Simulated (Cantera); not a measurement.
# Cu₂O + C + CO + CH₄ (carbothermic reduction)

Feed: 1 mol Cu₂O, 2 mol C, 0.036 mol CO, 1.7 mol CH₄, equilibrated at 2.80 mbar.

These are equilibrium values from Cantera (NASA tables, ideal gas, pure condensed phases), not measurements of a reactor. Candidate condensed phases: C, C₆H₆, C₇H₈, C₈H₁₈, Cu, CuO, Cu(OH)₂, Cu₂O, H₂O; 113 gas species. Rates play no part.

At 1002 °C the condensed part is C(graphite) + Cu(s). From 1102 °C to 1502 °C the condensed part is C(graphite) + Cu(l). From 1602 °C to 2002 °C the condensed part is C(graphite). The main Cu-bearing gas is Cu throughout.

| T (°C) | x H₂ | x Cu | x CO | x H | x C₂H₂ (acetylene) | x Cu₂ | x C₂H | n C(graphite) | n Cu(s) | n Cu(l) |
|---|---|---|---|---|---|---|---|---|---|---|
| 1002 | 0.766 | 3.09e-5 | 0.234 | 1.22e-5 | 2.94e-7 | 1.98e-9 | <1e-12 | 2.70 | 2.00 | 0 |
| 1102 | 0.766 | 0.000294 | 0.233 | 5.67e-5 | 1.36e-6 | 4.74e-8 | <1e-12 | 2.70 | 0 | 2.00 |
| 1202 | 0.765 | 0.00191 | 0.233 | 0.000214 | 5.10e-6 | 6.36e-7 | 2.30e-12 | 2.70 | 0 | 1.99 |
| 1302 | 0.758 | 0.00976 | 0.231 | 0.000684 | 1.60e-5 | 6.06e-6 | 4.23e-11 | 2.70 | 0 | 1.96 |
| 1402 | 0.733 | 0.0408 | 0.224 | 0.00188 | 4.26e-5 | 4.35e-5 | 5.40e-10 | 2.70 | 0 | 1.81 |
| 1502 | 0.652 | 0.144 | 0.199 | 0.00442 | 9.28e-5 | 0.000248 | 4.95e-9 | 2.70 | 0 | 1.25 |
| 1602 | 0.522 | 0.308 | 0.160 | 0.00895 | 0.000165 | 0.000560 | 3.37e-8 | 2.70 | 0 | 0 |
| 1702 | 0.514 | 0.307 | 0.160 | 0.0185 | 0.000334 | 0.000295 | 2.07e-7 | 2.70 | 0 | 0 |
| 1802 | 0.501 | 0.305 | 0.158 | 0.0356 | 0.000621 | 0.000163 | 1.06e-6 | 2.69 | 0 | 0 |
| 1902 | 0.478 | 0.301 | 0.156 | 0.0638 | 0.00107 | 9.40e-5 | 4.60e-6 | 2.69 | 0 | 0 |
| 2002 | 0.445 | 0.294 | 0.152 | 0.107 | 0.00169 | 5.57e-5 | 1.73e-5 | 2.68 | 0 | 0 |
x: gas mole fraction; n: condensed amount in mol.
